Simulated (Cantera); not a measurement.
**Pb + O2 + N2 (iron carbonyl, mercury and lead vapours)**

Feed: 1 mol Pb, 0.013 mol O2, 0.67 mol N2, at 1200 °C.

Cantera equilibrium calculation (NASA polynomials, part measured and part estimated; ideal gas, pure solids and liquids). Candidate condensed phases: Pb, PbO, PbO2, Pb3O4; 12 gas species. Each liquid is taken as pure. Mutual solubility and eutectic melting of coexisting phases are not modelled. Gases not in the tables: (PbO)n polymers. Kinetics and transport are ignored.

From 10.0 Pa to 17.0 mbar nothing is condensed. At 60.0 mbar the condensed part is Pb(l). From 0.220 bar to 10.0 bar the condensed part is Pb(l) + PbO(l).

```
P (Pa)   log p N2  log p Pb  log p PbO  log p O2  log p Pb2  n Pb(l)  n PbO(l)
-------  --------  --------  ---------  --------  ---------  -------  --------
10          -4.40     -4.23      -5.81     -7.93     -10.20        0         0
36          -3.84     -3.68      -5.25     -7.92      -9.08        0         0
130         -3.28     -3.12      -4.69     -7.92      -7.97        0         0
460         -2.73     -2.57      -4.15     -7.92      -6.87        0         0
1700        -2.17     -2.00      -3.58     -7.92      -5.74        0         0
6000        -1.40     -1.73      -2.81     -6.95      -5.18    0.655         0
22000       -0.71     -1.73      -2.21     -5.74      -5.18    0.909   0.00462
77000       -0.13     -1.73      -2.21     -5.74      -5.18    0.957    0.0204
280000       0.44     -1.73      -2.21     -5.74      -5.18    0.969    0.0245
1000000      1.00     -1.73      -2.21     -5.74      -5.18    0.973    0.0256
```
log p: log10 of the partial pressure in bar; n: condensed amount in mol.
